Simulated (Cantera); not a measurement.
Source: NASA polynomial tables (part measured, part estimated), evaluated in Cantera. Values are per mole of reaction as written; species without (g) are pure solids or liquids, kept so even where they would boil at 1 bar.

Cu2O + 4 OH(g) = O(g) + 2 Cu(OH)2

```json
[
 {"T (K)": "300", "ΔH° (kJ)": "-638.2", "ΔS° (J/K)": "-449.3", "ΔG° (kJ)": "-503.4", "log10 K": "87.65"},
 {"T (K)": "523", "ΔH° (kJ)": "-630.3", "ΔS° (J/K)": "-430.0", "ΔG° (kJ)": "-405.4", "log10 K": "40.49"},
 {"T (K)": "623", "ΔH° (kJ)": "?", "ΔS° (J/K)": "?", "ΔG° (kJ)": "?", "log10 K": "?"},
 {"T (K)": "723", "ΔH° (kJ)": "-621.0", "ΔS° (J/K)": "-414.9", "ΔG° (kJ)": "-321.0", "log10 K": "23.19"},
 {"T (K)": "823", "ΔH° (kJ)": "-615.6", "ΔS° (J/K)": "-408.0", "ΔG° (kJ)": "-279.8", "log10 K": "17.76"},
 {"T (K)": "923", "ΔH° (kJ)": "-610.0", "ΔS° (J/K)": "-401.5", "ΔG° (kJ)": "-239.4", "log10 K": "13.55"},
 {"T (K)": "1023", "ΔH° (kJ)": "-604.3", "ΔS° (J/K)": "-395.7", "ΔG° (kJ)": "-199.5", "log10 K": "10.19"},
 {"T (K)": "1123", "ΔH° (kJ)": "-598.8", "ΔS° (J/K)": "-390.6", "ΔG° (kJ)": "-160.2", "log10 K": "7.45"},
 {"T (K)": "1223", "ΔH° (kJ)": "-593.7", "ΔS° (J/K)": "-386.2", "ΔG° (kJ)": "-121.3", "log10 K": "5.18"},
 {"T (K)": "1323", "ΔH° (kJ)": "?", "ΔS° (J/K)": "?", "ΔG° (kJ)": "?", "log10 K": "?"},
 {"T (K)": "1423", "ΔH° (kJ)": "-584.5", "ΔS° (J/K)": "-379.2", "ΔG° (kJ)": "-44.8", "log10 K": "1.65"}
]
```

Task: Fill in the missing entries.

Result: 
- 623, ΔH° (kJ): -625.9
- 623, ΔS° (J/K): -422.3
- 623, ΔG° (kJ): -362.8
- 623, log10 K: 30.42
- 1323, ΔH° (kJ): -588.9
- 1323, ΔS° (J/K): -382.4
- 1323, ΔG° (kJ): -82.9
- 1323, log10 K: 3.27
